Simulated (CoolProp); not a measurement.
Vapour-liquid equilibrium of R134a (1) + R124 (2) at 34.2 kPa; x and y are mole fractions of (1).

Computed with CoolProp (multi-fluid Helmholtz-energy mixture model, Tillner-Roth 1994 and de Vries 1995; pair parameters Bell 2016).

### Question
Give the bubble temperature and the first vapour's composition at x = 0.2, 0.575, 0.65. Is there an azeotrope?

### Answer
x = 0.2: 233.8 K, y = 0.353; x = 0.575: 228.9 K, y = 0.719; x = 0.65: 228.2 K, y = 0.772. No azeotrope shows between x = 0.05 and 0.95.

Pair parameters are fitted to limited data, so mixtures are less certain than the pure fluids.
